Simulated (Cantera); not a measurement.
Cantera with NASA thermochemical tables; ideal gases at 1 bar, condensed phases pure. Values are per mole of reaction as written; species without (g) are pure solids or liquids, kept so even where they would boil at 1 bar. TiC: taken at fixed stoichiometry.

6 TiCl3(g) + 2 C6H6(g) → 9 Cl2(g) + 3 C2H4(g) + 6 TiC, with ΔH° = 2123.1 kJ and ΔS° = 371.6 J/K at 300 K.

### Question
How far is the shortcut ΔG° ≈ ΔH°(300 K) − T·ΔS°(300 K) from the full temperature-dependent value at 350, 450, 550, 650, 750, 850, 950, 1050, 1150, 1250 K?

### Answer
```json
[
 {"T (K)": "350", "shortcut (kJ)": "1993.0", "full (kJ)": "1992.9", "difference (kJ)": "0.1", "difference in log10 K": "-0.02"},
 {"T (K)": "450", "shortcut (kJ)": "1955.9", "full (kJ)": "1954.9", "difference (kJ)": "1.0", "difference in log10 K": "-0.12"},
 {"T (K)": "550", "shortcut (kJ)": "1918.7", "full (kJ)": "1916.4", "difference (kJ)": "2.3", "difference in log10 K": "-0.22"},
 {"T (K)": "650", "shortcut (kJ)": "1881.6", "full (kJ)": "1877.7", "difference (kJ)": "3.9", "difference in log10 K": "-0.31"},
 {"T (K)": "750", "shortcut (kJ)": "1844.4", "full (kJ)": "1838.9", "difference (kJ)": "5.5", "difference in log10 K": "-0.38"},
 {"T (K)": "850", "shortcut (kJ)": "1807.2", "full (kJ)": "1800.1", "difference (kJ)": "7.1", "difference in log10 K": "-0.44"},
 {"T (K)": "950", "shortcut (kJ)": "1770.1", "full (kJ)": "1761.4", "difference (kJ)": "8.6", "difference in log10 K": "-0.47"},
 {"T (K)": "1050", "shortcut (kJ)": "1732.9", "full (kJ)": "1722.8", "difference (kJ)": "10.1", "difference in log10 K": "-0.50"},
 {"T (K)": "1150", "shortcut (kJ)": "1695.7", "full (kJ)": "1684.2", "difference (kJ)": "11.5", "difference in log10 K": "-0.52"},
 {"T (K)": "1250", "shortcut (kJ)": "1658.6", "full (kJ)": "1645.8", "difference (kJ)": "12.8", "difference in log10 K": "-0.54"}
]
```
The shortcut ignores the heat-capacity change of the reaction.
